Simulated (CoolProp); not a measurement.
R11 at 415.82 K and 0.327 MPa is throttled through a valve to 0.158 MPa with no heat exchange. Each further row changes one setting.

The numbers come from the reference Helmholtz-energy equation of state, Jacobsen 1992 in CoolProp.

```tsv
case	temperature change (K)	final density (kg/m³)
as stated	-2.5	?
outlet pressure 0.0474 MPa	-4.0	?
outlet pressure 0.205 MPa	-1.8	?
```

**Question.** Some entries are withheld; supply them.

**Answer.** 
- as stated, final density (kg/m³): 6.43
- outlet pressure 0.0474 MPa, final density (kg/m³): 1.91
- outlet pressure 0.205 MPa, final density (kg/m³): 8.38
